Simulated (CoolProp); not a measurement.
The numbers come from the reference Helmholtz-energy equation of state, Lemmon 2006 in CoolProp. It is a short technical equation, of lower accuracy than the large ones.

Problem. For C3F8 (R218), give the phase and the density (kg/m³), cp (kJ/(kg K)), cv (kJ/(kg K)), expansivity (1/kK) at 32.65 °C and 44 bar; 32.65 °C and 61.6 bar; 32.65 °C and 79.2 bar.

Solution. 
- 32.65 °C and 44 bar: liquid; density 1340, cp 1.14, cv 0.802, expansivity 3.94
- 32.65 °C and 61.6 bar: liquid; density 1360, cp 1.12, cv 0.800, expansivity 3.51
- 32.65 °C and 79.2 bar: liquid; density 1380, cp 1.10, cv 0.798, expansivity 3.20
